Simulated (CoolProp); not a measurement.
Aqueous magnesium chloride as a coolant, at -14 °C, 1 atm.

Model: Melinder's fits for secondary coolants, in CoolProp.

| mass % | freezing point (°C) | cp (kJ/(kg K)) | Prandtl number | conductivity (W/(m K)) | viscosity (mPa s) |
|---|---|---|---|---|---|
| 16.3 | -19.5 | 3.195 | 40.2 | 0.500 | 6.29 |
| 18.7 | -25.1 | 3.076 | 44.4 | 0.495 | 7.14 |
| 21 | -31.9 | 2.972 | 60.1 | 0.487 | 9.85 |
| 23.3 | -41.0 | 2.878 | 130 | 0.475 | 21.4 |
| 25.6 | -54.1 | 2.794 | 676 | 0.455 | 110 |
